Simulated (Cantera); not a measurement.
What does this Cantera script print?

```python
import numpy as np
import cantera as ct

gas_names = """
    CL Cs
""".split()
cond_names = """
    CsCL(a) CsCL(b) CsCL(L) Cs(cr) Cs(L)
""".split()


def load(file, names, dense=False):
    # The tables refer to 1 bar. Condensed volumes are neglected.
    table = {s.name: s for s in ct.Species.list_from_file(file)}
    out = []
    for n in names:
        d = dict(table[n].input_data)
        d["thermo"] = dict(d["thermo"], **{"reference-pressure": 1e5})
        if dense:
            d["equation-of-state"] = {"model": "constant-volume", "density": "1e6 g/cm^3"}
        out.append(ct.Species.from_dict(d))
    return out


species = {s.name: s for s in load("nasa_gas.yaml", gas_names) + load("nasa_condensed.yaml", cond_names)}
# Each term lists the table entries of one substance; the one whose range holds T is used.
reactions = {
    'CsCl = Cl(g) + Cs(g)':
        [(-1, ['CsCL(a)', 'CsCL(b)', 'CsCL(L)']), (1, ['CL']), (1, ['Cs'])],
    'Cl(g) + Cs = CsCl':
        [(-1, ['CL']), (-1, ['Cs(cr)', 'Cs(L)']), (1, ['CsCL(a)', 'CsCL(b)', 'CsCL(L)'])],
}


def pick(names, T):
    return next(species[n] for n in names if species[n].thermo.min_temp <= T <= species[n].thermo.max_temp)


results = []
for label, terms in reactions.items():
    print(label)
    print("     T/K   dH/kJ  dS/(J/K)   dG/kJ   log10 K")
    for T in [398, 473, 548, 623, 698, 773, 848, 923, 998, 1073, 1148]:
        used = [(nu, pick(names, T)) for nu, names in terms]
        dH = sum(nu * s.thermo.h(T) for nu, s in used) / 1e6
        dS = sum(nu * s.thermo.s(T) for nu, s in used) / 1e3
        dG = dH - T * dS / 1e3
        logK = -dG * 1e6 / (ct.gas_constant * T * np.log(10))
        results.append((label, T, dH, dS, dG, logK, [s.name for _, s in used]))
        print(f"{T:8g} {dH:8.1f} {dS:8.1f} {dG:8.1f} {logK:8.2f}")
```

Output:

```
CsCl = Cl(g) + Cs(g)
     T/K   dH/kJ  dS/(J/K)   dG/kJ   log10 K
     398    639.6    236.6    545.4   -71.58
     473    638.7    234.5    527.8   -58.28
     548    637.7    232.5    510.3   -48.64
     623    636.5    230.5    492.9   -41.33
     698    635.3    228.6    475.7   -35.60
     773    630.1    221.6    458.8   -31.00
     848    628.5    219.7    442.2   -27.24
     923    611.0    200.5    425.9   -24.10
     998    608.4    197.9    411.0   -21.51
    1073    605.8    195.4    396.2   -19.29
    1148    603.2    193.0    381.6   -17.36
Cl(g) + Cs = CsCl
     T/K   dH/kJ  dS/(J/K)   dG/kJ   log10 K
     398   -566.3   -156.5   -504.1    66.15
     473   -566.2   -156.3   -492.3    54.37
     548   -566.0   -155.8   -480.6    45.81
     623   -565.5   -155.0   -469.0    39.32
     698   -564.9   -154.1   -457.4    34.23
     773   -560.4   -148.0   -446.0    30.14
     848   -559.5   -146.8   -435.0    26.79
     923   -542.6   -128.4   -424.1    24.00
     998   -540.7   -126.4   -414.5    21.70
    1073   -538.8   -124.6   -405.1    19.72
    1148   -537.0   -123.0   -395.8    18.01
```

Standard-state values (1 bar) from the NASA 1993 polynomials, evaluated with Cantera. Condensed species are held in their standard states even where they would react or evaporate.
